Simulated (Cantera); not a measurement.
Standard-state values (1 bar) from the NASA 1993 polynomials, evaluated with Cantera. Values are per mole of reaction as written; species without (g) are pure solids or liquids, kept so even where they would boil at 1 bar.

2 NH3(g) + 5 NbO2(g) → 5 Nb + 3 H2O2(g) + 2 NO2(g)

```
T (K)  ΔH° (kJ)  ΔS° (J/K)  ΔG° (kJ)  log10 K
-----  --------  ---------  --------  -------
623       761.9     -359.8     986.1   -82.68
673       763.6     -357.2    1004.0   -77.92
723           ?          ?         ?        ?
773       767.1     -352.3    1039.5   -70.24
823           ?          ?         ?        ?
```

**Question.** Some entries are withheld; supply them.

**Answer.** 
- 723, ΔH° (kJ): 765.3
- 723, ΔS° (J/K): -354.7
- 723, ΔG° (kJ): 1021.8
- 723, log10 K: -73.82
- 823, ΔH° (kJ): 769.0
- 823, ΔS° (J/K): -350.0
- 823, ΔG° (kJ): 1057.0
- 823, log10 K: -67.09
